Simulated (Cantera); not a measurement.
Feed: 1 mol LiCl, 0.11 mol HCl, 0.31 mol H₂, equilibrated at 1073 K and 0.00653 Torr.

Equilibrium computed with Cantera from the NASA thermochemical tables; the gas is ideal and each condensed phase is pure. Candidate condensed phases: Li, LiCl, LiH; 11 gas species. Kinetics and transport are ignored.

Base state: LiCl 0.697, H₂ 0.220, HCl 0.0779, Li₂Cl₂ 0.00567 (mole fractions); condensed: gas only.

**Question.** What changes in the equilibrium state with this change: H₂ from 0.31 to 88 mol?

**Answer.** 
```json
[
 {"species": "H₂", "before": "0.220", "after": "0.988"},
 {"species": "LiCl", "before": "0.697", "after": "0.0112"},
 {"species": "HCl", "before": "0.0779", "after": "0.00123"},
 {"species": "Li₂Cl₂", "before": "0.00567", "after": "1.47e-6"}
]
```
